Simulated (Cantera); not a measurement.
Input (Python, Cantera) and output of one run.

```python
import numpy as np
import cantera as ct

gas_names = """
    H HO2 H2 H2O H2O2 Li LiH LiO LiOH Li2 Li2O Li2O2 Li2O2H2 O OH O2 O3
""".split()
cond_names = """
    H2O(s) H2O(L) Li(cr) Li(L) LiH(s) LiH(L) LiOH(s) LiOH(L) Li2O(s) Li2O(L)
""".split()


def load(file, names, dense=False):
    # The tables refer to 1 bar. Condensed volumes are neglected.
    table = {s.name: s for s in ct.Species.list_from_file(file)}
    out = []
    for n in names:
        d = dict(table[n].input_data)
        d["thermo"] = dict(d["thermo"], **{"reference-pressure": 1e5})
        if dense:
            d["equation-of-state"] = {"model": "constant-volume", "density": "1e6 g/cm^3"}
        out.append(ct.Species.from_dict(d))
    return out


gas = ct.Solution(thermo="ideal-gas", species=load("nasa_gas.yaml", gas_names))
cond = {s.name: ct.Solution(thermo="fixed-stoichiometry", species=[s], name=s.name)
        for s in load("nasa_condensed.yaml", cond_names, dense=True)}
atoms = {
    'LiOH': {'Li': 1, 'O': 1, 'H': 1},
    'H2O': {'H': 2, 'O': 1},
}
top_T = {}  # K; cautious upper limits of use, not melting points


def equilibrate(T, P, feed):
    n = {}
    for name, mol in feed.items():
        for a, k in atoms[name].items():
            n[a] = n.get(a, 0.0) + k * mol
    gas.TPX = T, P, n
    mass = sum(n.values()) * gas.mean_molecular_weight
    gas.equilibrate("TP")
    valid = [c for c in cond.values() if c.min_temp <= T <= top_T.get(c.name, c.max_temp)]
    mix = ct.Mixture([(gas, mass / gas.mean_molecular_weight)] + [(c, 0.0) for c in valid])
    mix.T, mix.P = T, P
    mix.equilibrate("TP", solver="vcs", rtol=1e-11, max_steps=5000)
    return mix


results = []
feed = {'LiOH': 1, 'H2O': 3.9}  # mol
for P in [10, 42, 180, 750, 3200, 13000, 56000, 240000, 1000000]:
    for T in [1200, 1250, 1300, 1350, 1400, 1450, 1500, 1550, 1600]:
        mix = equilibrate(T, P, feed)
        results.append((T, P, feed, dict(zip(mix.species_names, mix.species_moles))))

for T, P, feed, n in results:
    print(f"{T:7g} {P:10.4g}  " + (" + ".join(c for c in cond_names if n.get(c, 0) > 1e-12) or "gas only"))
```

Result:

```
   1200         10  Li2O(s)
   1250         10  Li2O(s)
   1300         10  gas only
   1350         10  gas only
   1400         10  gas only
   1450         10  gas only
   1500         10  gas only
   1550         10  gas only
   1600         10  gas only
   1200         42  Li2O(s)
   1250         42  Li2O(s)
   1300         42  Li2O(s)
   1350         42  gas only
   1400         42  gas only
   1450         42  gas only
   1500         42  gas only
   1550         42  gas only
   1600         42  gas only
   1200        180  Li2O(s)
   1250        180  Li2O(s)
   1300        180  Li2O(s)
   1350        180  Li2O(s)
   1400        180  gas only
   1450        180  gas only
   1500        180  gas only
   1550        180  gas only
   1600        180  gas only
   1200        750  Li2O(s)
   1250        750  Li2O(s)
   1300        750  Li2O(s)
   1350        750  Li2O(s)
   1400        750  Li2O(s)
   1450        750  Li2O(s)
   1500        750  gas only
   1550        750  gas only
   1600        750  gas only
   1200       3200  Li2O(s)
   1250       3200  Li2O(s)
   1300       3200  Li2O(s)
   1350       3200  Li2O(s)
   1400       3200  Li2O(s)
   1450       3200  Li2O(s)
   1500       3200  Li2O(s)
   1550       3200  gas only
   1600       3200  gas only
   1200    1.3e+04  Li2O(s)
   1250    1.3e+04  Li2O(s)
   1300    1.3e+04  Li2O(s)
   1350    1.3e+04  Li2O(s)
   1400    1.3e+04  Li2O(s)
   1450    1.3e+04  Li2O(s)
   1500    1.3e+04  Li2O(s)
   1550    1.3e+04  Li2O(s)
   1600    1.3e+04  Li2O(s)
   1200    5.6e+04  Li2O(s)
   1250    5.6e+04  Li2O(s)
   1300    5.6e+04  Li2O(s)
   1350    5.6e+04  Li2O(s)
   1400    5.6e+04  Li2O(s)
   1450    5.6e+04  Li2O(s)
   1500    5.6e+04  Li2O(s)
   1550    5.6e+04  Li2O(s)
   1600    5.6e+04  Li2O(s)
   1200    2.4e+05  LiOH(L)
   1250    2.4e+05  LiOH(L)
   1300    2.4e+05  LiOH(L)
   1350    2.4e+05  LiOH(L)
   1400    2.4e+05  LiOH(L)
   1450    2.4e+05  LiOH(L)
   1500    2.4e+05  LiOH(L)
   1550    2.4e+05  LiOH(L)
   1600    2.4e+05  LiOH(L)
   1200      1e+06  LiOH(L)
   1250      1e+06  LiOH(L)
   1300      1e+06  LiOH(L)
   1350      1e+06  LiOH(L)
   1400      1e+06  LiOH(L)
   1450      1e+06  LiOH(L)
   1500      1e+06  LiOH(L)
   1550      1e+06  LiOH(L)
   1600      1e+06  LiOH(L)
```

Equilibrium computed with Cantera from the NASA thermochemical tables; the gas is ideal and each condensed phase is pure.
